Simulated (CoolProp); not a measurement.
Vapour-liquid equilibrium of isobutene (1) + n-octane (2) at 329 K; x and y are mole fractions of (1).

The numbers come from the multi-fluid Helmholtz-energy mixture model, Lemmon 2005 and Beckmüller 2019; pair parameters Bell 2016 in CoolProp.

Give the bubble pressure and the first vapour's composition at x = 0.05, 0.35, 0.95. Is there an azeotrope?

x = 0.05: 0.4112 bar, y = 0.793; x = 0.35: 2.304 bar, y = 0.971; x = 0.95: 6.650 bar, y = 0.999. No azeotrope shows between x = 0.05 and 0.95.

The pair parameters rest on a limited set of measurements; away from them the model extrapolates.
